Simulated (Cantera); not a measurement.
A closed system holds: 1 mol Ni, 0.28 mol NH₃, 4.1 mol H₂, equilibrated at 77.0 mbar.

Cantera equilibrium calculation (NASA polynomials, part measured and part estimated; ideal gas, pure solids and liquids). Candidate condensed phases: Ni; 10 gas species. The numbers say what is thermodynamically allowed, not how fast it happens.

Question: Which condensed phases are stable at each of these points (T (K)): 1648, 1673, 1698, 1723, 1748, 1773, 1798, 1823, 1848, 1873?

Answer: 
| T (K) | condensed phases | Ni condensed (%) |
|---|---|---|
| 1648 | Ni(s) | 100.0 |
| 1673 | Ni(s) | 100.0 |
| 1698 | Ni(s) | 100.0 |
| 1723 | Ni(s) | 100.0 |
| 1748 | Ni(l) | 100.0 |
| 1773 | Ni(l) | 99.9 |
| 1798 | Ni(l) | 99.9 |
| 1823 | Ni(l) | 99.9 |
| 1848 | Ni(l) | 99.8 |
| 1873 | Ni(l) | 99.8 |

From 1648 K to 1723 K the condensed part is Ni(s). From 1748 K to 1873 K the condensed part is Ni(l).
